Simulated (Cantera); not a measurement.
Charge: 1 mol SiC, 0.0021 mol O₂, 700 mol H₂, at 42.8 Torr.

Equilibrium computed with Cantera from the NASA thermochemical tables; the gas is ideal and each condensed phase is pure. Candidate condensed phases: C, C₆H₆, C₇H₈, C₈H₁₈, H₂O, Si, SiC, SiO₂; 123 gas species. Gases not in the tables: Si₂H₆ and higher silanes. Equilibrium is a limit: real reactors are often held back by kinetics, nucleation or transport.

Question: Which condensed phases are stable at each of these points (T (°C)): 1027, 1102, 1177, 1252, 1327, 1402, 1477, 1552, 1627, 1702, 1777, 1852, 1927?

Answer: 
```tsv
T (°C)	condensed phases	Si condensed (%)
1027	SiC(s)	99.6
1102	SiC(s)	99.6
1177	SiC(s)	99.6
1252	SiC(s)	99.6
1327	SiC(s)	99.6
1402	SiC(s)	99.5
1477	SiC(s)	99.1
1552	SiC(s)	98.3
1627	SiC(s)	96.2
1702	SiC(s)	90.7
1777	SiC(s)	77.7
1852	SiC(s)	47.9
1927	gas only	0.0
```

From 1027 °C to 1852 °C the condensed part is SiC(s). At 1927 °C nothing is condensed.
